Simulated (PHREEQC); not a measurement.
Dissolve 0.016 mol/kgw CuCl2, 0.095 mol/kgw HCl and 0.0002 mol/kgw H3BO3 at 52 °C. Closed to the air; pH follows from the charge balance.

All values are PHREEQC results (ion-association model, wateq4f.dat), not measurements.

No solid was allowed to form.

**Question.** Order these Cu species by the share of Cu that they hold, largest first: CuCl2, Cu+2, CuCl+.

**Answer.** Cu+2 (71 %), CuCl+ (28 %), CuCl2 (1.2 %)

The pH is 1.12 and the ionic strength 0.134 mol/kgw. Constants without temperature data keep their 25 °C values here.
